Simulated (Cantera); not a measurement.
Feed: 1 mol Cu, 0.021 mol H2O, 0.48 mol CO.

Equilibrium computed with Cantera from the NASA thermochemical tables; the gas is ideal and each condensed phase is pure. Candidate condensed phases: C, C6H6, C7H8, C8H18, Cu, CuO, Cu(OH)2, Cu2O, H2O; 113 gas species. Equilibrium is a limit: real reactors are often held back by kinetics, nucleation or transport.

Stable condensed phases, one row left out:

```
T in K \ P in Pa
              10      41     160     670    2700   11000   45000  180000  740000 3000000
   1400        A       A       A       A       A       A       A       A       A       B
   1350        A       A       A       A       A       A       A       A       A       B
   1300        A       A       A       A       A       A       A       A       A       B
   1200        A       A       A       A       A       A       A       A       B       B
   1150        A       A       A       A       A       A       A       B       B       B
   1100        A       A       A       A       A       A       A       B       B       B
   1050        A       A       A       A       A       A       B       B       B       B
   1000        A       A       A       A       A       B       B       B       B       B
```

A: Cu; B: C + Cu.

### Question
Give the row for 1250 K.

### Answer
10: Cu; 41: Cu; 160: Cu; 670: Cu; 2700: Cu; 11000: Cu; 45000: Cu; 180000: Cu; 740000: C + Cu; 3000000: C + Cu.
